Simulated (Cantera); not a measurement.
Charge: 1 mol CCl₄, 0.17 mol H₂, at 2973.15 K and 0.100 bar.

Equilibrium computed with Cantera from the NASA thermochemical tables; the gas is ideal and each condensed phase is pure. Candidate condensed phases: C, C₆H₆, C₇H₈, C₈H₁₈; 91 gas species. The tables' values for CCl are old estimates; treat these amounts as uncertain. Equilibrium is a limit: real reactors are often held back by kinetics, nucleation or transport.

Task: What is the equilibrium state?

Result: 
```json
{
 "x(Cl)": "0.913",
 "x(HCl)": "0.0711",
 "x(H)": "0.0112",
 "x(C₃)": "0.00234",
 "x(Cl₂)": "0.000998",
 "x(H₂)": "0.000597",
 "x(C)": "0.000392",
 "x(C₂)": "0.000236",
 "x(C₂H)": "0.000107",
 "n(C(graphite))": "0.965 mol",
 "gas_amount": "4.057 mol"
}
```
